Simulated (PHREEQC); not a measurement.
Solution (20 °C): 0.067 mol/kgw H3PO4 and 0.16 mol/kgw KOH. Closed to the air; pH follows from the charge balance.

Equilibrium calculation in PHREEQC: ion-association model, wateq4f.dat.

This is a speciation only: nothing precipitates in the calculation.

### Question
Order these P species by the share of P that they hold, largest first: HPO4-2, KHPO4-, PO4-3.

### Answer
HPO4-2 (61 %), PO4-3 (35 %), KHPO4- (4.8 %)

The pH is 11.44 and the ionic strength 0.267 mol/kgw. H3PO4, which wateq4f.dat lacks, is added to it with the constant of phreeqc.dat.
